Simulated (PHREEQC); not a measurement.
Make-up at 20 °C: 0.0027 mol/kgw Cu(BF4)2 and 0.00068 mol/kgw NaCl. Closed to the air; pH follows from the charge balance.

Equilibrium calculation in PHREEQC: ion-association model, wateq4f.dat.

Q: The ionic strength comes out as 0.00980 mol/kgw. What activity coefficients do Cu+2, F-, BF3OH-, BF4-, CuF+ get?

A: Cu+2 0.68, F- 0.90, BF3OH- 0.90, BF4- 0.90, CuF+ 0.90.

No solid was allowed to form. Real BF4- forms and hydrolyses slowly; the run takes it at equilibrium.
